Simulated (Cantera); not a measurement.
Input: 1 mol Si, a varied amount of HBr, held at 3.80 mbar.

Points: T (K) = 500, 600, 700, 800, 900, 1000, 1100, 1200, 1300, 1400, 1500, 1600; n(HBr) (mol) = 1.3, 2.2, 3.2, 4.1, 5, 6, 6.9, 7.9, 8.8.

Cantera's Mixture.equilibrate('TP', solver="vcs", rtol=1e-11, max_steps=5000) on the NASA tables stopped like this:

```
ERROR: FAILURE its = 5001!

*******************************************************************************
CanteraError thrown by MultiPhase::equilibrate:
VCS solver failed. Return code: -1
*******************************************************************************
```

Problem. What got this run through?

Solution. One answer among several that fit: The failure is numerical, not chemical. The same input converged with solver="gibbs", rtol=1e-10, max_steps=50000, and the result passed a check of the equilibrium conditions:
```
    500        1.3  Si(cr)
    500        2.2  Si(cr)
    500        3.2  Si(cr)
    500        4.1  gas only
    500          5  gas only
    500          6  gas only
    500        6.9  gas only
    500        7.9  gas only
    500        8.8  gas only
    600        1.3  Si(cr)
    600        2.2  Si(cr)
    600        3.2  Si(cr)
    600        4.1  gas only
    600          5  gas only
    600          6  gas only
    600        6.9  gas only
    600        7.9  gas only
    600        8.8  gas only
    700        1.3  Si(cr)
    700        2.2  Si(cr)
    700        3.2  Si(cr)
    700        4.1  gas only
    700          5  gas only
    700          6  gas only
    700        6.9  gas only
    700        7.9  gas only
    700        8.8  gas only
    800        1.3  Si(cr)
    800        2.2  Si(cr)
    800        3.2  Si(cr)
    800        4.1  gas only
    800          5  gas only
    800          6  gas only
    800        6.9  gas only
    800        7.9  gas only
    800        8.8  gas only
    900        1.3  Si(cr)
    900        2.2  Si(cr)
    900        3.2  Si(cr)
    900        4.1  gas only
    900          5  gas only
    900          6  gas only
    900        6.9  gas only
    900        7.9  gas only
    900        8.8  gas only
   1000        1.3  Si(cr)
   1000        2.2  Si(cr)
   1000        3.2  Si(cr)
   1000        4.1  Si(cr)
   1000          5  gas only
   1000          6  gas only
   1000        6.9  gas only
   1000        7.9  gas only
   1000        8.8  gas only
   1100        1.3  Si(cr)
   1100        2.2  Si(cr)
   1100        3.2  Si(cr)
   1100        4.1  gas only
   1100          5  gas only
   1100          6  gas only
   1100        6.9  gas only
   1100        7.9  gas only
   1100        8.8  gas only
   1200        1.3  Si(cr)
   1200        2.2  Si(cr)
   1200        3.2  Si(cr)
   1200        4.1  gas only
   1200          5  gas only
   1200          6  gas only
   1200        6.9  gas only
   1200        7.9  gas only
   1200        8.8  gas only
   1300        1.3  Si(cr)
   1300        2.2  Si(cr)
   1300        3.2  gas only
   1300        4.1  gas only
   1300          5  gas only
   1300          6  gas only
   1300        6.9  gas only
   1300        7.9  gas only
   1300        8.8  gas only
   1400        1.3  Si(cr)
   1400        2.2  Si(cr)
   1400        3.2  gas only
   1400        4.1  gas only
   1400          5  gas only
   1400          6  gas only
   1400        6.9  gas only
   1400        7.9  gas only
   1400        8.8  gas only
   1500        1.3  Si(cr)
   1500        2.2  Si(cr)
   1500        3.2  gas only
   1500        4.1  gas only
   1500          5  gas only
   1500          6  gas only
   1500        6.9  gas only
   1500        7.9  gas only
   1500        8.8  gas only
   1600        1.3  Si(cr)
   1600        2.2  Si(cr)
   1600        3.2  gas only
   1600        4.1  gas only
   1600          5  gas only
   1600          6  gas only
   1600        6.9  gas only
   1600        7.9  gas only
   1600        8.8  gas only
```

The gas is ideal and each condensed phase is pure. The tables' values for SiBr3 are old estimates.
